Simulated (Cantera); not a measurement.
**Thermodynamics of carbon deposition, reforming and gasification, feed C₃H₆ + NH₃ + N₂**

A closed system holds: 1 mol C₃H₆, 1.1 mol NH₃, 14 mol N₂, equilibrated at 1 atm.

These are equilibrium values from Cantera (NASA tables, ideal gas, pure condensed phases), not measurements of a reactor. Candidate condensed phases: C, C₆H₆, C₇H₈, C₈H₁₈; 92 gas species. Rates play no part.

```
T (K)  log p N₂  log p H₂  log p CH₄  log p HCN  log p H  log p HNC  n C(graphite)
-----  --------  --------  ---------  ---------  -------  ---------  -------------
598       -0.07     -1.46      -0.92     -10.75     <-11       <-11          0.972
748       -0.09     -0.86      -1.21      -8.11     <-11       <-11           1.90
898       -0.11     -0.66      -1.82      -6.46   -10.29      -9.65           2.71
1048      -0.11     -0.62      -2.48      -5.33    -8.42      -8.02           2.94
1198      -0.11     -0.61      -3.02      -4.50    -7.03      -6.81           2.98
1348      -0.11     -0.61      -3.46      -3.86    -5.94      -5.87           2.99
1498      -0.11     -0.61      -3.81      -3.34    -5.07      -5.12           2.99
1648      -0.12     -0.61      -4.10      -2.93    -4.36      -4.51           2.98
1798      -0.12     -0.61      -4.34      -2.58    -3.76      -4.00           2.95
1948      -0.12     -0.62      -4.54      -2.29    -3.25      -3.58           2.89
2098      -0.12     -0.62      -4.72      -2.04    -2.82      -3.21           2.80
```
log p: log10 of the partial pressure in bar; n: condensed amount in mol.

From 598 K to 2098 K the condensed part is C(graphite). The main C-bearing gas is CH₄ at 598 K and HCN at 2098 K. The share of C in condensed phases is highest at 1348 K (99.7 %) and lowest at 598 K (32.4 %).
